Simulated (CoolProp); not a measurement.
A single-stage vapour-compression cycle with the fluid: evaporating at 269.15 K (dew point), condensing at 294.15 K (bubble point), superheat 2 K, subcooling 2 K, compressor efficiency 0.75, no pressure losses. The same conditions are run with several fluids, on thermodynamics alone (safety and materials aside).

Model: reference Helmholtz-energy equation of state of each fluid (n-perfluoropentane: Gao 2022; neopentane: Lemmon 2006; R410A: Lemmon 2003; CH3F (R41): Lemmon 2006; R365MFC: Lemmon 2016; nitrous oxide: Lemmon 2006), in CoolProp. Blends and air are pseudo-pure fits.

Problem. Rank n-perfluoropentane, neopentane, R410A, CH3F (R41), R365MFC, nitrous oxide by cooling COP, highest first.

Solution. R365MFC (7.45), neopentane (7.39), n-perfluoropentane (7.05), R410A (6.99), CH3F (R41) (6.33), nitrous oxide (5.88)

```tsv
fluid	pressure ratio	discharge temperature (K)	refrigerating effect (kJ/kg)	volumetric capacity (kJ/m³)
n-perfluoropentane	2.99	294.1	78.0	252
neopentane	2.49	296.7	278	555
R410A	2.12	313.7	192	5090
CH3F (R41)	1.90	321.6	286	10600
R365MFC	3.20	297.2	179	179
nitrous oxide	1.84	320.6	192	14200
```

The compression ends wet for: n-perfluoropentane.
